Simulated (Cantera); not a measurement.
Cantera with NASA thermochemical tables; ideal gases at 1 bar, condensed phases pure. Values are per mole of reaction as written; species without (g) are pure solids or liquids, kept so even where they would boil at 1 bar.

Task: Between 1425 and 2025 K, where is each reaction favourable under standard conditions?
- 2 NO(g) + NbO₂(g) → Nb + 2 NO₂(g)

Result: 
- 2 NO(g) + NbO₂(g) → Nb + 2 NO₂(g): ΔG° is 336 kJ at 1425 K and 436 kJ at 2025 K; it stays positive (K < 1). ΔH° is 104 kJ and ΔS° -164 J/K at 2025 K.
